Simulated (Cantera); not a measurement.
Input: 1 mol Si3N4, 0.32 mol C, 5.1 mol H2, at 1623 K and 1.00 Torr.

Equilibrium computed with Cantera from the NASA thermochemical tables; the gas is ideal and each condensed phase is pure. Candidate condensed phases: C, C6H6, C7H8, C8H18, Si, SiC, Si3N4; 105 gas species. Mutual solubility and eutectic melting of coexisting phases are not modelled. The numbers say what is thermodynamically allowed, not how fast it happens.

Base state: H2 0.717, N2 0.281, H 0.00160, Si 0.000117, HCN 1.20e-5 (mole fractions); condensed: Si(s) + SiC(s).

### Question
What changes in the equilibrium state with this change: temperature from 1623 K to 1923.15 K?

### Answer
```
species        before     after
-----------  --------  --------
H2              0.717     0.690
N2              0.281     0.275
H             0.00160    0.0215
Si           0.000117    0.0127
Si2C          4.35e-7  0.000249
Si2           3.37e-7  0.000109
Si(s), mol       2.68         0
SiC(s), mol     0.320     0.317
Si(l), mol          0      2.58
```
The tables' values for SiN are old estimates; treat these amounts as uncertain. Gases not in the tables: Si2H6 and higher silanes.

### Question
What changes in the equilibrium state with this change: temperature from 1623 K to 3023 K?

### Answer
```csv
species,before,after
H,0.00160,0.638
Si,0.000117,0.196
N2,0.281,0.130
H2,0.717,0.0189
C,<1e-9,0.00604
CN,<1e-9,0.00469
SiC2,<1e-9,0.00283
C3,<1e-9,0.000624
"Si(s), mol",2.68,0
"SiC(s), mol",0.320,0
```
The tables' values for SiN are old estimates; treat these amounts as uncertain.

### Question
What changes in the equilibrium state with this change: temperature from 1623 K to 1500 K?

### Answer
```
species          before     after
-------------  --------  --------
H2                0.717     0.959
N2                0.281    0.0401
H               0.00160  0.000472
Si             0.000117   7.28e-6
HCN             1.20e-5   1.64e-6
Si(s), mol         2.68         0
SiC(s), mol       0.320     0.320
Si3N4(s), mol         0     0.893
```
